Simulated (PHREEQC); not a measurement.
PHREEQC input (ion-association model, phreeqc.dat):

```
SOLUTION 0
  temp 15
  units mmol/kgw
  pH 7 charge
  Cl 34.15
  Pb 0.07
  Na 34
  O(0) 1 O2(g) -0.68
SOLUTION 1-40
  temp 15
  units mmol/kgw
  pH 7 charge
  Cl 14.01
  Sr 7
  O(0) 1 O2(g) -0.68
END
EXCHANGE 1-40
  X 0.031
  -equilibrate 1
END
SELECTED_OUTPUT 1
  -reset false
  -pH true
  -pe true
  -ionic_strength true
  -water true
  -step true
  -totals Cl Na Pb Sr
  -molalities NaX SrX2 PbX2
  -saturation_indices Halite Pb(OH)2
PRINT
  -reset false
TRANSPORT
  -cells 40
  -shifts 160
  -lengths 0.025
  -time_step 300
  -dispersivities 0.08
  -boundary_conditions flux flux
  -correct_disp true
  -punch_cells 40
  -punch_frequency 5
END
```

Selected output (columns that matter, 26 of 33 rows; pore volumes added in front):

```
pore volumes	pH	mu	Cl	Na	Pb	Sr	m_NaX	m_SrX2	m_PbX2	si_Halite	si_Pb(OH)2
0	5.051	0.02101	0.01401	0	0	0.007	0	0.0155	0	-1000	-1000
0.1375	5.051	0.02101	0.01401	4.9706e-13	0	0.007	6.7134e-14	0.0155	0	-15.84	-1000
0.3875	5.0511	0.021223	0.014188	0.00010775	9.2051e-15	0.0070351	1.4513e-05	0.015493	2.4064e-14	-7.4988	-12.781
0.5125	5.052	0.022275	0.015154	0.00090055	3.3507e-12	0.0071215	0.00012035	0.01544	8.5244e-12	-6.5505	-10.228
0.6375	5.0536	0.024364	0.017245	0.0029963	1.2056e-10	0.0071194	0.00039869	0.015301	2.9668e-10	-5.9769	-8.6887
0.7625	5.0555	0.026992	0.020095	0.0062894	1.1983e-09	0.0068977	0.00084401	0.015078	2.9049e-09	-5.5939	-7.7122
1.0125	5.0586	0.031735	0.025847	0.014063	1.5452e-08	0.0058872	0.0020031	0.014498	3.9734e-08	-5.144	-6.6394
1.1375	5.0596	0.03338	0.028111	0.017563	3.1836e-08	0.005269	0.0026162	0.014192	8.7535e-08	-5.0139	-6.3389
1.2625	5.0602	0.034535	0.029867	0.02052	5.3355e-08	0.0046684	0.003213	0.013893	1.5932e-07	-4.922	-6.1247
1.5125	5.0609	0.035744	0.032106	0.024818	1.0315e-07	0.0036388	0.0043135	0.013343	3.7125e-07	-4.81	-5.8506
1.6375	5.061	0.035989	0.032764	0.026303	1.2798e-07	0.0032251	0.0048106	0.013094	5.0666e-07	-4.7764	-5.7603
1.7625	5.0611	0.036092	0.033218	0.02746	1.5156e-07	0.0028738	0.0052729	0.012863	6.5833e-07	-4.7518	-5.6891
1.8875	5.0611	0.036105	0.033528	0.028363	1.7363e-07	0.0025773	0.0057029	0.012648	8.2416e-07	-4.7338	-5.6316
2.1375	5.061	0.035992	0.033877	0.029636	2.135e-07	0.0021151	0.0064763	0.012261	1.1921e-06	-4.71	-5.5434
2.2625	5.061	0.035905	0.03397	0.030089	2.3168e-07	0.0019351	0.0068253	0.012086	1.3921e-06	-4.7021	-5.5083
2.3875	5.061	0.035813	0.034032	0.030459	2.4899e-07	0.0017812	0.0071524	0.011922	1.6019e-06	-4.6959	-5.4772
2.5125	5.0609	0.035721	0.034072	0.030764	2.6562e-07	0.0016487	0.0074601	0.011768	1.821e-06	-4.6909	-5.4492
2.7625	5.0608	0.035551	0.034117	0.031238	2.9747e-07	0.0014339	0.0080245	0.011485	2.2865e-06	-4.6834	-5.4001
2.8875	5.0608	0.035474	0.034128	0.031426	3.1295e-07	0.001346	0.0082846	0.011355	2.5326e-06	-4.6805	-5.3781
3.0125	5.0607	0.035404	0.034136	0.031589	3.2825e-07	0.0012684	0.0085318	0.011231	2.7875e-06	-4.6781	-5.3573
3.2625	5.0606	0.035282	0.034144	0.031858	3.5858e-07	0.0011375	0.0089921	0.011001	3.3242e-06	-4.6741	-5.3189
3.3875	5.0606	0.035228	0.034146	0.031971	3.7373e-07	0.001082	0.0092073	0.010893	3.6061e-06	-4.6724	-5.3009
3.5125	5.0606	0.035179	0.034147	0.032073	3.889e-07	0.0010318	0.0094135	0.010789	3.8971e-06	-4.6709	-5.2835
3.6375	5.0606	0.035135	0.034148	0.032165	4.0415e-07	0.00098625	0.0096116	0.01069	4.1974e-06	-4.6696	-5.2668
3.8875	5.0605	0.035056	0.034149	0.032325	4.3493e-07	0.00090665	0.0099857	0.010502	4.8264e-06	-4.6673	-5.2349
4.0125	5.0605	0.035021	0.03415	0.032395	4.5052e-07	0.00087168	0.010163	0.010413	5.1553e-06	-4.6663	-5.2195
```

Species that the database lacks are ignored.
